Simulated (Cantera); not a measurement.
Input (Python, Cantera) and output of one run.

```python
import numpy as np
import cantera as ct

gas_names = [...]  # 109 gases of nasa_gas.yaml made of C, Cl, H, Si
cond_names = """
    C(gr) C6H6(L) C7H8(L) C8H18(L),n-octa Si(cr) Si(L) SiC(b)
""".split()


# ... load() reads the species with a 1 bar reference pressure and builds the phases ...
atoms = {
    '(CH3)2SiCl2': {'C': 2, 'H': 6, 'Si': 1, 'CL': 2},
    'HCl': {'H': 1, 'CL': 1},
    'H2': {'H': 2},
}
top_T = {'C(gr)': 4500, 'SiC(b)': 3050}  # K; cautious upper limits of use, not melting points


# ... equilibrate(T, P, feed) seeds the gas with the atoms and calls Mixture.equilibrate('TP', solver="vcs", rtol=1e-11, max_steps=5000) ...
results = []
feed = {'(CH3)2SiCl2': 1, 'HCl': 3.8, 'H2': 12}  # mol
P = 13332.2  # Pa
for T in [1623, 1723, 1823, 1923, 2023, 2123, 2223, 2323]:
    mix = equilibrate(T, P, feed)
    results.append((T, P, feed, dict(zip(mix.species_names, mix.species_moles))))

top = {s: max(r[3][s] / sum(r[3][g] for g in gas_names) for r in results) for s in gas_names}
cols = sorted((s for s in top if top[s] > 1e-06), key=lambda s: -top[s])[:8]
seen = [c for c in cond_names if any(r[3].get(c, 0) > 1e-12 for r in results)]
print("log10 of partial pressures in bar; condensed amounts in mol")
print(f"{'T/K':>10s}" + "".join(f"{s[:9]:>10s}" for s in cols + seen))
for T, P, feed, n in results:
    ng = sum(n[g] for g in gas_names)
    print(f"{T:10.4g}" + "".join(f"{np.log10(max(n[s] / ng * P / 1e5, 1e-99)):10.3f}" for s in cols)
          + "".join(f"{n.get(c, 0):10.4g}" for c in seen))
```

Result:

```
log10 of partial pressures in bar; condensed amounts in mol
       T/K        H2       HCL         H     SiCL2        CL C2H2,acet        Si      SiCL     C(gr)    SiC(b)
      1623    -1.022    -1.426    -4.671    -3.231    -5.179    -5.480    -8.750    -7.223     1.103    0.8939
      1723    -1.021    -1.431    -4.250    -3.079    -4.770    -5.065    -7.785    -6.561     1.133    0.8628
      1823    -1.021    -1.437    -3.874    -2.950    -4.408    -4.696    -6.928    -5.976      1.17    0.8229
      1923    -1.020    -1.445    -3.536    -2.841    -4.085    -4.365    -6.160    -5.455      1.21    0.7764
      2023    -1.020    -1.455    -3.231    -2.747    -3.796    -4.069    -5.469    -4.989     1.249    0.7245
      2123    -1.020    -1.467    -2.955    -2.669    -3.536    -3.801    -4.845    -4.571     1.285    0.6671
      2223    -1.023    -1.481    -2.705    -2.603    -3.302    -3.560    -4.277    -4.194     1.314    0.6003
      2323    -1.028    -1.499    -2.477    -2.551    -3.092    -3.343    -3.758    -3.853      1.34    0.5104
```

Equilibrium computed with Cantera from the NASA thermochemical tables; the gas is ideal and each condensed phase is pure. The feed counts by its element totals alone. The tables' values for SiCl, SiCl3 are old estimates; treat these amounts as uncertain. Gases not in the tables: Si2H6 and higher silanes.
